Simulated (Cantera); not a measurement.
Input: 1 mol FeCl2, 0.31 mol HCl, 110 mol N2, held at 1723.15 K and 133 Pa.

Cantera equilibrium calculation (NASA polynomials, part measured and part estimated; ideal gas, pure solids and liquids). Candidate condensed phases: Fe, FeCl2, FeCl3, NH4Cl; 18 gas species. Kinetics and transport are ignored.

Q: What is the equilibrium state?

A: 
- x(N2): 0.987
- x(FeCl2): 0.00843
- x(HCl): 0.00261
- x(Cl): 0.00124
- x(Fe): 0.000534
- x(H2): 6.60e-5
- x(H): 4.06e-5
- x(FeCl): 4.53e-6
- gas amount: 111.4 mol
- log10 activity of Fe(δ) (absent): -1.11
- log10 activity of FeCl2(l) (absent): -6.10
